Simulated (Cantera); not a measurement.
## Transport properties of process gases

Gas mixture: 45.7 % N₂O, 54.3 % O₂, at 100.0 Torr, frozen composition.

Cantera's kinetic-theory transport with the Lennard-Jones parameters of GRI-Mech 3.0, ideal gas; thermal conductivity in the mixture-averaged form. The composition is frozen, though it would react at the higher temperatures.

```json
[
 {"T (K)": "400", "ρ (kg/m³)": "0.150", "cp (J/kg/K)": "956.9", "μ (µPa s)": "22.3", "λ (mW/m/K)": "29.7", "Pr": "0.718", "D (cm²/s) CH₄": "2.52", "D (cm²/s) CO₂": "1.71", "D (cm²/s) NO": "2.26"},
 {"T (K)": "600", "ρ (kg/m³)": "0.100", "cp (J/kg/K)": "1056", "μ (µPa s)": "30.5", "λ (mW/m/K)": "44.6", "Pr": "0.721", "D (cm²/s) CH₄": "5.15", "D (cm²/s) CO₂": "3.56", "D (cm²/s) NO": "4.56"},
 {"T (K)": "800", "ρ (kg/m³)": "0.0751", "cp (J/kg/K)": "1128", "μ (µPa s)": "37.5", "λ (mW/m/K)": "58.4", "Pr": "0.725", "D (cm²/s) CH₄": "8.44", "D (cm²/s) CO₂": "5.89", "D (cm²/s) NO": "7.43"},
 {"T (K)": "1000", "ρ (kg/m³)": "0.0601", "cp (J/kg/K)": "1178", "μ (µPa s)": "43.8", "λ (mW/m/K)": "71.0", "Pr": "0.727", "D (cm²/s) CH₄": "12.3", "D (cm²/s) CO₂": "8.65", "D (cm²/s) NO": "10.8"},
 {"T (K)": "1200", "ρ (kg/m³)": "0.0501", "cp (J/kg/K)": "1211", "μ (µPa s)": "49.6", "λ (mW/m/K)": "82.7", "Pr": "0.726", "D (cm²/s) CH₄": "16.7", "D (cm²/s) CO₂": "11.8", "D (cm²/s) NO": "14.7"},
 {"T (K)": "1400", "ρ (kg/m³)": "0.0429", "cp (J/kg/K)": "1238", "μ (µPa s)": "54.9", "λ (mW/m/K)": "93.7", "Pr": "0.725", "D (cm²/s) CH₄": "21.7", "D (cm²/s) CO₂": "15.3", "D (cm²/s) NO": "19.0"},
 {"T (K)": "1600", "ρ (kg/m³)": "0.0376", "cp (J/kg/K)": "1260", "μ (µPa s)": "60.0", "λ (mW/m/K)": "104", "Pr": "0.725", "D (cm²/s) CH₄": "27.1", "D (cm²/s) CO₂": "19.1", "D (cm²/s) NO": "23.7"}
]
```
D: mixture-averaged diffusion coefficient of that species in the mixture.
